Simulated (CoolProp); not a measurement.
The fluid at 448.24 K and 0.259 MPa is throttled through a valve to 0.103 MPa with no heat exchange. The same conditions are run with several fluids, on thermodynamics alone (safety and materials aside).

Values from CoolProp's reference Helmholtz-energy equation of state of each fluid (R142b: Lemmon 2006; R124: de Vries 1995; c-C4F8 (RC318): Platzer 1990; hexamethyldisiloxane (MM): Thol 2016; isobutene: Lemmon 2005). The equations of Platzer and Polt are older, rougher fits.

Task: Rank R142b, R124, c-C4F8 (RC318), hexamethyldisiloxane (MM), isobutene by temperature change (K), highest first.

Result: c-C4F8 (RC318) (-0.8), R124 (-1.0), isobutene (-1.1), R142b (-1.2), hexamethyldisiloxane (MM) (-2.3)

```
fluid                      final density (kg/m³)
-------------------------  ---------------------
R142b                                       2.80
R124                                        3.80
c-C4F8 (RC318)                              5.58
hexamethyldisiloxane (MM)                   4.66
isobutene                                   1.57
```
